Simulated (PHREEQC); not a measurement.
# Acid rinse or clean

Solution (25 °C): 0.02 mol/kgw HBr, 0.004 mol/kgw NiCl2 and 0.045 mol/kgw MnSO4. Closed to the air; pH follows from the charge balance.

Equilibrium calculation in PHREEQC: ion-association model, wateq4f.dat.

- pH = 2.03
- ionic strength = 0.133 mol/kgw
- total alkalinity = -20.0 meq/kg

| species | molality | activity | log γ |
|---|---|---|---|
| Mn+2 | 0.0307 | 0.0113 | -0.433 |
| SO4-2 | 0.0212 | 0.00717 | -0.471 |
| Br- | 0.0199 | 0.0153 | -0.116 |
| MnSO4 | 0.0140 | 0.0144 | 0.013 |
| H+ | 0.0114 | 0.00930 | -0.090 |
| HSO4- | 0.00857 | 0.00649 | -0.121 |
| Cl- | 0.00764 | 0.00568 | -0.129 |
| Ni+2 | 0.00268 | 0.000920 | -0.464 |
| NiSO4 | 0.00125 | 0.00129 | 0.013 |
| MnCl+ | 0.000342 | 0.000262 | -0.116 |
| NiBr+ | 5.80e-5 | 4.44e-5 | -0.116 |
| NiCl+ | 1.71e-5 | 1.31e-5 | -0.116 |
| Ni(SO4)2-2 | 1.44e-6 | 4.95e-7 | -0.464 |
| MnCl2 | 6.28e-7 | 6.48e-7 | 0.013 |

Precipitation was switched off in this run. Complexes and solids missing from the database can't appear.
